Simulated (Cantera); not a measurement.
An isothermal, constant-pressure homogeneous reactor starts with 0.866 % CH4, 0.748 % O2, 98.4 % N2, equivalence ratio 2.3, at 1325 K and 10.0 bar.

Cantera simulation using GRI-Mech 3.0 (53 species, 325 reactions); the numbers are that mechanism's predictions, not measurements.

Predict: x(CH4) at 70.0 s; x(C2H2) at 70.0 s; x(H2) at 70.0 s.


| Quantity | Value |
|---|---|
| x(CH4) at 70.0 s | 0.00130 (gas-phase equilibrium 1.33e-8) |
| x(C2H2) at 70.0 s | 0.000613 (gas-phase equilibrium <1e-12) |
| x(H2) at 70.0 s | 0.00692 (gas-phase equilibrium 0.0124) |
